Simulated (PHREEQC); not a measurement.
Consider water at 25 °C with 0.0024 mol/kgw HF and 0.00286 mol/kgw (CH3)4NF. It is in equilibrium with CO2 at log p = -3.4 (atm). Otherwise closed; pH follows from the charge balance.

Model: ion-association model, phreeqc.dat, run in PHREEQC.

pH: 3.38
ionic strength: 0.00330 mol/kgw
total alkalinity: -2.40 meq/kg

```json
[
 {"species": "F-", "molality": "0.00328", "activity": "0.00308", "log γ": "-0.027"},
 {"species": "(CH3)4N+", "molality": "0.00286", "activity": "0.00269", "log γ": "-0.027"},
 {"species": "HF", "molality": "0.00193", "activity": "0.00193", "log γ": "0.000"},
 {"species": "H+", "molality": "0.000444", "activity": "0.000419", "log γ": "-0.025"},
 {"species": "HF2-", "molality": "2.43e-5", "activity": "2.28e-5", "log γ": "-0.027"},
 {"species": "CO2", "molality": "1.35e-5", "activity": "1.36e-5", "log γ": "0.000"},
 {"species": "HCO3-", "molality": "1.53e-8", "activity": "1.44e-8", "log γ": "-0.027"}
]
```

Precipitation was switched off in this run. (CH3)4N+ isn't in the database: it is added as a free cation with an ion size of 4 Å.
